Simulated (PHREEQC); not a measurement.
Consider water at 20 °C with 0.0047 mol CdBr2 per kg of water. Closed to the air; pH follows from the charge balance.

Computed with PHREEQC (ion-association model, phreeqc.dat).

Each row changes one thing in this solution. This is a speciation only: nothing precipitates in the calculation.

| case | pH | ionic strength (mol/kgw) | Br- (mol/kgw) | Cd+2 (mol/kgw) | CdBr+ (mol/kgw) | CdBr2 (mol/kgw) |
|---|---|---|---|---|---|---|
| as made | 6.48 | 0.00999 | 0.00732 | 0.00268 | 0.00196 | 6.10e-5 |
| CdBr2 from 0.0047 to 0.00094 mol/kgw | 6.68 | 0.00249 | 0.00171 | 0.000776 | 0.000162 | 1.31e-6 |
| 0.0007 mol/kgw CuCl2 added | 5.43 | 0.0119 | (withheld) | 0.00259 | 0.00186 | 5.78e-5 |
| temperature from 20 to 60 °C | 5.88 | 0.0104 | 0.00751 | 0.00287 | 0.00176 | 6.50e-5 |
| temperature from 20 to 85 °C | 5.59 | 0.0106 | 0.00762 | (withheld) | 0.00165 | 6.63e-5 |
| CdBr2 from 0.0047 to 0.00235 mol/kgw | 6.56 | 0.00559 | 0.00396 | 0.00163 | 0.000710 | 1.26e-5 |
| 0.00024 mol/kgw CO2 added | 5.00 | 0.0100 | 0.00732 | 0.00268 | 0.00196 | 6.10e-5 |
| CdBr2 from 0.0047 to 0.0235 mol/kgw | (withheld) | 0.0358 | 0.0289 | (withheld) | 0.0150 | 0.00157 |

Question: Fill in the missing entries.

Answer: 
- 0.0007 mol/kgw CuCl2 added, Br- (mol/kgw): 0.00742
- temperature from 20 to 85 °C, Cd+2 (mol/kgw): 0.00298
- CdBr2 from 0.0047 to 0.0235 mol/kgw, pH: 6.32
- CdBr2 from 0.0047 to 0.0235 mol/kgw, Cd+2 (mol/kgw): 0.00694

Constants without temperature data keep their 25 °C values here.
